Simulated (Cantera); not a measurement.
A closed system holds: 1 mol Si₂H₆, 0.17 mol N₂O, equilibrated at 1448.15 K and 10.0 Torr.

These are equilibrium values from Cantera (NASA tables, ideal gas, pure condensed phases), not measurements of a reactor. Candidate condensed phases: H₂O, Si, SiO₂, Si₂N₂O, Si₃N₄; 35 gas species. The feed counts by its element totals alone. Mutual solubility and eutectic melting of coexisting phases are not modelled. Equilibrium is a limit: real reactors are often held back by kinetics, nucleation or transport.

What is the equilibrium state?


```json
{
  "x(H₂)": "1.000",
  "x(N₂)": "0.000147",
  "x(SiO)": "0.000147",
  "x(H)": "8.00e-5",
  "n(Si(s))": "1.66 mol",
  "n(Si₂N₂O(s))": "0.170 mol",
  "gas_amount": "3.001 mol"
}
```
